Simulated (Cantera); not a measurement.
Charge: 1 mol BN, 3.9 mol F2, 0.74 mol H2, 8.7 mol Cl2, equilibrated at 1.33 mbar.

Equilibrium computed with Cantera from the NASA thermochemical tables; the gas is ideal and each condensed phase is pure. Candidate condensed phases: B, BN, NH4Cl; 40 gas species. Rates play no part. All values below are at 873 K.

Base state: Cl2 0.527, ClF 0.249, HF 0.111, BF3 0.0749, N2 0.0375, Cl 0.000881, F 0.000119 (mole fractions); condensed: gas only.

Task: What changes in the equilibrium state with this change: H2 from 0.74 to 14 mol?

Result: 
| species | before | after |
|---|---|---|
| HCl | 9.67e-9 | 0.654 |
| HF | 0.111 | 0.180 |
| H2 | <1e-9 | 0.109 |
| Cl2 | 0.527 | <1e-9 |
| ClF | 0.249 | <1e-9 |
| BF3 | 0.0749 | 0.0376 |
| N2 | 0.0375 | 0.0188 |
| Cl | 0.000881 | 2.51e-9 |
| F | 0.000119 | <1e-9 |
